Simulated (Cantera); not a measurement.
Cantera run:

```python
import numpy as np
import cantera as ct

gas_names = [...]  # 95 gases of nasa_gas.yaml made of C, F, H
cond_names = """
    C(gr) C6H6(L) C7H8(L) C8H18(L),n-octa
""".split()


# ... load() reads the species with a 1 bar reference pressure and builds the phases ...
atoms = {
    'C2F6': {'C': 2, 'F': 6},
    'CH4': {'C': 1, 'H': 4},
}
top_T = {'C(gr)': 4500}  # K; cautious upper limits of use, not melting points


# ... equilibrate(T, P, feed) seeds the gas with the atoms and calls Mixture.equilibrate('TP', solver="vcs", rtol=1e-11, max_steps=5000) ...
results = []
feed = {'C2F6': 1, 'CH4': 0.42}  # mol
T = 3150  # K
P = 8100  # Pa
mix = equilibrate(T, P, feed)
results.append((T, P, feed, dict(zip(mix.species_names, mix.species_moles))))
print(gas.report(threshold=0.0001))
for i in range(1, mix.n_phases):
    print(f"{mix.phase(i).name:16s} {mix.phase_moles(i):12.5e} mol")
```

Result:

```
       temperature   3150 K
          pressure   8100 Pa
           density   0.0070182 kg/m^3
  mean mol. weight   22.693 kg/kmol
   phase of matter   gas

                          1 kg             1 kmol
                     ---------------   ---------------
          enthalpy        3.2437e+06        7.3607e+07  J
   internal energy        2.0895e+06        4.7417e+07  J
           entropy             11981        2.7189e+05  J/K
    Gibbs function       -3.4498e+07       -7.8285e+08  J
 heat capacity c_p            1330.7             30197  J/K
 heat capacity c_v            964.32             21883  J/K

                      mass frac. Y      mole frac. X     chem. pot. / RT
                     ---------------   ---------------   ---------------
                 C         0.0012884         0.0024341           -3.8206
                CF           0.11327           0.08289           -26.818
               CF2           0.15167          0.068826           -49.815
               CF3        0.00067511        0.00022201           -72.813
                C2         0.0019504         0.0018424           -7.6412
                C3          0.027956          0.017606           -11.462
                C5         0.0013144        0.00049668           -19.103
                 F           0.44649           0.53331           -22.997
                 H        0.00014293         0.0032177           -17.357
                HF           0.25468           0.28888           -40.354
     [  +85 minor]        0.00055762        0.00027709

C(gr)             1.18946e+00 mol
```

Method: chemical equilibrium by Gibbs-energy minimisation in Cantera with the NASA 1993 tables (ideal gas, pure condensed phases). The feed counts by its element totals alone.
